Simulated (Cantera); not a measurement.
**Equilibrium for sublimation and decomposition of ceramics: MgO + N₂**

Charge: 1 mol MgO, 0.058 mol N₂.

Method: chemical equilibrium by Gibbs-energy minimisation in Cantera with the NASA 1993 tables (ideal gas, pure condensed phases). Candidate condensed phases: Mg, MgO; 13 gas species. Equilibrium is a limit: real reactors are often held back by kinetics, nucleation or transport.

**Question.** Map the stable condensed phases over T = 2073, 2173, 2273, 2373, 2473, 2573, 2673, 2773, 2873 K and P in Pa = 1, 7.2, 52, 370, 2700, 19000, 140000, 1000000.

**Answer.** 
```
T in K \ P in Pa
               1     7.2      52     370    2700   19000  140000 1000000
   2873        A       A       A       A       A       B       B       B
   2773        A       A       A       A       B       B       B       B
   2673        A       A       A       A       B       B       B       B
   2573        A       A       A       A       B       B       B       B
   2473        A       A       A       B       B       B       B       B
   2373        A       A       A       B       B       B       B       B
   2273        A       A       B       B       B       B       B       B
   2173        A       B       B       B       B       B       B       B
   2073        A       B       B       B       B       B       B       B
```
A: gas only; B: MgO.
